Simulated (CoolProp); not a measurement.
Properties of R245ca at several states (Tc = 174.4 °C, pc = 3.941 MPa, ω = 0.355).

The numbers come from the reference Helmholtz-energy equation of state, Zhou 2016 in CoolProp.

```json
[
 {"T (°C)": "53.35", "p (MPa)": "8", "phase": "liquid", "Joule-Thomson coefficient (K/MPa)": "___", "isothermal compressibility (1/MPa)": "0.002231"},
 {"T (°C)": "-50.65", "p (MPa)": "8.85", "phase": "liquid", "Joule-Thomson coefficient (K/MPa)": "-0.3341", "isothermal compressibility (1/MPa)": "___"},
 {"T (°C)": "74.35", "p (MPa)": "0.461", "phase": "gas", "Joule-Thomson coefficient (K/MPa)": "19.74", "isothermal compressibility (1/MPa)": "___"}
]
```

Complete the blanks.


- 53.35, Joule-Thomson coefficient (K/MPa): -0.2132
- -50.65, isothermal compressibility (1/MPa): 0.0007427
- 74.35, isothermal compressibility (1/MPa): 2.475
